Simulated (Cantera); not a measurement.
Charge: 1 mol BN, 1 mol Cl2, equilibrated at 4400 Pa.

Cantera equilibrium calculation (NASA polynomials, part measured and part estimated; ideal gas, pure solids and liquids). Candidate condensed phases: B, BN; 10 gas species. The tables' values for BCl2, BCl are old estimates; treat these amounts as uncertain. Kinetics and transport are ignored. All values below are at 1625 K.

Base state: BCl3 0.663, N2 0.333, Cl 0.00232, BCl2 0.00228, BCl 0.000114, Cl2 1.46e-5 (mole fractions); condensed: BN(s).

**Question.** What changes in the equilibrium state with this change: Cl2 from 1 to 38 mol?

**Answer.** 
```csv
species,before,after
Cl2,1.46e-5,0.529
Cl,0.00232,0.441
BCl3,0.663,0.0205
N2,0.333,0.0103
BCl,0.000114,<1e-9
BCl2,0.00228,3.71e-7
"BN(s), mol",0.333,0
```
